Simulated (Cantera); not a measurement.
A freely propagating, adiabatic, planar premixed flame of H₂ : O₂ : N₂ : H₂O = 1 : 0.185 : 0.667 : 0.064 (molar parts), unburnt at 348 K and 1.01 bar; mixture-averaged transport, grid criteria slope 0.08 and curve 0.16, no radiation.

Computed with Cantera and the H2/O2 subset of GRI-Mech 3.0, which has no nitrogen chemistry. Burning velocities carry a grid error of a few per cent, more on coarse grids.

Problem. Predict: laminar burning velocity; thermal thickness; peak x(HO₂); peak x(H₂O₂); peak x(OH).

Solution. 
```json
{
  "laminar_burning_velocity": "302 cm/s",
  "thermal_thickness": "0.357 mm",
  "peak x(HO₂)": "0.000439",
  "peak x(H₂O₂)": "6.66e-5",
  "peak x(OH)": "0.00116"
}
```
